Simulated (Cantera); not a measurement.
Input: 1 mol Pb, 1.3 mol CO2, 4.8 mol CO, equilibrated at 1575 °C and 470000 Pa.

Method: chemical equilibrium by Gibbs-energy minimisation in Cantera with the NASA 1993 tables (ideal gas, pure condensed phases). Candidate condensed phases: C, Pb, PbO, PbO2, Pb3O4; 15 gas species. Gases not in the tables: (PbO)n polymers. Kinetics and transport are ignored.

Base state: CO 0.725, CO2 0.196, Pb 0.0786, PbO 0.000211, Pb2 0.000194 (mole fractions); condensed: Pb(l).

Question: What changes in the equilibrium state with this change: temperature from 1575 °C to 677 °C?

Answer: 
| species | before | after |
|---|---|---|
| CO2 | 0.196 | 0.701 |
| CO | 0.725 | 0.299 |
| Pb | 0.0786 | 1.07e-6 |
| PbO | 0.000211 | <1e-9 |
| Pb2 | 0.000194 | <1e-9 |
| Pb(l), mol | 0.475 | 1.000 |
| C(graphite), mol | 0 | 1.75 |
